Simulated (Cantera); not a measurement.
A closed system holds: 1 mol PbO, 0.82 mol O2, 0.23 mol N2, equilibrated at 410 Pa.

Method: chemical equilibrium by Gibbs-energy minimisation in Cantera with the NASA 1993 tables (ideal gas, pure condensed phases). Candidate condensed phases: Pb, PbO, PbO2, Pb3O4; 12 gas species. Gases not in the tables: (PbO)n polymers. Equilibrium is a limit: real reactors are often held back by kinetics, nucleation or transport.

Problem. Which condensed phases are stable at each of these points (T (°C)): 502, 577, 652, 727, 802, 877, 952, 1027, 1102?

Solution. 
```csv
T (°C),condensed phases,Pb condensed (%)
502,PbO(yellow),100.0
577,PbO(yellow),100.0
652,PbO(yellow),100.0
727,PbO(yellow),100.0
802,PbO(yellow),99.9
877,PbO(yellow),99.4
952,PbO(l),97.0
1027,PbO(l),86.7
1102,PbO(l),31.6
```

From 502 °C to 877 °C the condensed part is PbO(yellow). From 952 °C to 1102 °C the condensed part is PbO(l).
